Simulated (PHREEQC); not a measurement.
# Reverse-osmosis permeate: speciation

A made-up water analysis in mmol/kgw, 15 °C, pH 6.37, pe 1:

| constituent | mmol/kgw |
|---|---|
| Na | 0.433 |
| K | 0.00352 |
| Ca | 0.193 |
| Mg | 0.0277 |
| Cl | 0.662 |
| S(6) | 0.0561 |
| Alkalinity (meq/kgw) | 0.092 |
| Sr | 0.000155 |
| Ba | 0.000115 |
| Br | 0.0067 |
| B | 0.000738 |
| Fe(2) | 0.000625 |

Na is adjusted to close the charge balance.
Valence states are taken as typed.

All values are PHREEQC results (ion-association model, wateq4f.dat), not measurements.

```yaml
ionic_strength: 0.00114 mol/kgw
```

```
species  molality  activity   log γ
-------  --------  --------  ------
Cl-      0.000662  0.000638  -0.016
Na+      0.000426  0.000411  -0.016
Ca+2     0.000191  0.000165  -0.064
CO2       9.94e-5   9.94e-5   0.000
HCO3-     9.22e-5   8.89e-5  -0.016
SO4-2     5.44e-5   4.69e-5  -0.064
```

This is a speciation only: nothing precipitates in the calculation.
